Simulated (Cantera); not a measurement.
A Cantera script and its output.

```python
import numpy as np
import cantera as ct

gas = ct.Solution("gri30.yaml")
gas.TPX = 1123, 1000000, {'CH4': 1, 'C2H6': 0.041, 'O2': 2.49, 'N2': 11.2, 'H2O': 1.9}
reactor = ct.IdealGasConstPressureReactor(gas, energy="on", clone=False)
net = ct.ReactorNet([reactor])
net.rtol, net.atol = 1e-08, 1e-16
show = ['CH4', 'C2H6', 'O2', 'C2H2', 'CH2O', 'H', 'CH2']
times = np.geomspace(4e-06, 0.4, 12)

steps = ct.SolutionArray(gas, extra=["t"])
rows = []
print(f"{'t/s':>10s}{'T/K':>9s}{'P/Pa':>11s}" + "".join(f"{s:>11s}" for s in show))
for t in times:
    while net.time < t:
        t_next = net.step()
        steps.append(gas.state, t=t_next)
    rows.append([np.interp(t, steps.t, y) for y in (steps.T, steps.P, *steps(*show).X.T)])
    print(f"{t:10.3e}{rows[-1][0]:9.1f}{rows[-1][1]:11.4g}" + "".join(f"{x:11.3e}" for x in rows[-1][2:]))
rate = np.gradient(steps.T, steps.t)
print("integrator steps:", len(steps.t))
if steps.T.max() > steps.T[0] + 200:
    print(f"time of steepest temperature rise: {steps.t[rate.argmax()]:.4e} s")
gas.TPX = 1123, 1000000, {'CH4': 1, 'C2H6': 0.041, 'O2': 2.49, 'N2': 11.2, 'H2O': 1.9}
gas.equilibrate("HP")
print(f"equilibrium (HP): T = {gas.T:.1f} K  " + "  ".join(f"{s} {gas[s].X[0]:.3e}" for s in show))
```

Result:

```
       t/s      T/K       P/Pa        CH4       C2H6         O2       C2H2       CH2O          H        CH2
 4.000e-06   1123.0      1e+06  6.013e-02  2.465e-03  1.497e-01  1.563e-19  6.151e-11  4.344e-13  5.683e-19
 1.139e-05   1123.0      1e+06  6.013e-02  2.465e-03  1.497e-01  4.020e-18  4.982e-10  9.906e-13  4.339e-18
 3.245e-05   1123.0      1e+06  6.013e-02  2.465e-03  1.497e-01  1.145e-16  4.018e-09  2.712e-12  3.370e-17
 9.241e-05   1123.0      1e+06  6.013e-02  2.465e-03  1.497e-01  3.937e-15  3.251e-08  8.969e-12  2.633e-16
 2.632e-04   1123.0      1e+06  6.013e-02  2.465e-03  1.497e-01  1.858e-13  2.912e-07  4.398e-11  2.492e-15
 7.495e-04   1123.0      1e+06  6.012e-02  2.463e-03  1.497e-01  1.801e-11  4.438e-06  4.869e-10  5.305e-14
 2.135e-03   1123.9      1e+06  5.998e-02  2.437e-03  1.496e-01  3.421e-09  1.041e-04  4.631e-09  9.796e-13
 6.080e-03   2360.2      1e+06  1.621e-17  6.097e-33  2.132e-02  2.018e-22  1.374e-11  1.618e-04  5.318e-18
 1.732e-02   2355.3      1e+06  1.680e-17  6.386e-33  2.008e-02  2.002e-22  1.380e-11  1.582e-04  5.228e-18
 4.931e-02   2351.5      1e+06  1.725e-17  6.607e-33  1.914e-02  1.983e-22  1.387e-11  1.556e-04  5.143e-18
 1.404e-01   2351.2      1e+06  1.729e-17  6.627e-33  1.905e-02  1.981e-22  1.387e-11  1.553e-04  5.135e-18
 4.000e-01   2351.2      1e+06  1.729e-17  6.627e-33  1.905e-02  1.981e-22  1.387e-11  1.553e-04  5.135e-18
integrator steps: 2165
time of steepest temperature rise: 5.6359e-03 s
equilibrium (HP): T = 2351.2 K  CH4 2.297e-17  C2H6 9.488e-33  O2 1.905e-02  C2H2 2.266e-22  CH2O 1.387e-11  H 1.553e-04  CH2 6.893e-18
```

Detailed kinetics in Cantera: GRI-Mech 3.0 (53 species, 325 reactions).
